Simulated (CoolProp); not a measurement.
Dimethyl carbonate along the isotherm 600 K: fugacity coefficient from the reference equation and from simpler models built on Tc = 557.0 K, pc = 4.909 MPa, ω = 0.346; each cubic takes its own stable root.

The numbers come from the reference Helmholtz-energy equation of state, Zhou 2011 in CoolProp.

```csv
p (MPa),phase,reference
5.45,supercritical,0.7178
10.9,supercritical,0.4927
16.4,supercritical,0.3908
21.8,supercritical,0.3430
27.3,supercritical,0.3173
32.7,supercritical,0.3042
38.2,supercritical,0.2985
43.6,supercritical,0.2979
49.1,supercritical,0.3012
```

Question: How far does each simpler model (Redlich-Kwong, Soave-Redlich-Kwong) lie from the reference over these 9 states: mean and median of the absolute difference, and the worst?

Answer: 
- Redlich-Kwong: mean 3.1 %, median 2.8 %, worst +6.5 % at 600 K and 49.1 MPa
- Soave-Redlich-Kwong: mean 10.3 %, median 11.3 %, worst +16.3 % at 600 K and 49.1 MPa
